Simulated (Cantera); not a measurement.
A perfectly stirred reactor is fed with CH4 : N2 = 1 : 50 (molar parts), at 0.133 bar; it is held at 1650 K, and followed from long to short residence time.

Detailed kinetics in Cantera: GRI-Mech 3.0 (53 species, 325 reactions). GRI-Mech 3.0 stops at C3 and has no aromatics, soot or wall deposition, so with more carbon than oxygen in the feed, carbon stays in small species such as C2H2 where larger ones or solid carbon would form.

**Question.** What does this change do: pressure from 0.133 bar to 0.00110 bar?

**Answer.** 
| quantity | before | after |
|---|---|---|
| x(CH4) at τ = 17.0 s | 0.00102 | 0.00782 |
| x(H) at τ = 17.0 s | 3.73e-5 | 3.04e-5 |
| x(C2H) at τ = 17.0 s | 5.41e-8 | 4.30e-8 |
| x(C2H4) at τ = 17.0 s | 5.41e-6 | 0.000164 |
| x(C2H6) at τ = 17.0 s | 1.37e-7 | 1.50e-7 |
| x(CH4) at τ = 0.200 s | 0.00930 | 0.0196 |
| x(H) at τ = 0.200 s | 1.68e-5 | 2.07e-7 |
| x(C2H) at τ = 0.200 s | 2.36e-8 | 4.74e-12 |
| x(C2H4) at τ = 0.200 s | 0.000222 | 1.48e-6 |
| x(C2H6) at τ = 0.200 s | 7.73e-6 | 3.38e-9 |
Radical loss at walls, strong at low pressure, is not modelled.

**Question.** What does this change do: pressure from 0.133 bar to 0.00530 bar?

**Answer.** 
```tsv
quantity	before	after
x(CH4) at τ = 17.0 s	0.00102	0.00325
x(H) at τ = 17.0 s	3.73e-5	5.16e-5
x(C2H) at τ = 17.0 s	5.41e-8	7.47e-8
x(C2H4) at τ = 17.0 s	5.41e-6	3.99e-5
x(C2H6) at τ = 17.0 s	1.37e-7	1.63e-7
x(CH4) at τ = 0.200 s	0.00930	0.0191
x(H) at τ = 0.200 s	1.68e-5	9.84e-7
x(C2H) at τ = 0.200 s	2.36e-8	6.10e-10
x(C2H4) at τ = 0.200 s	0.000222	9.39e-5
x(C2H6) at τ = 0.200 s	7.73e-6	3.22e-7
```
Radical loss at walls, strong at low pressure, is not modelled.
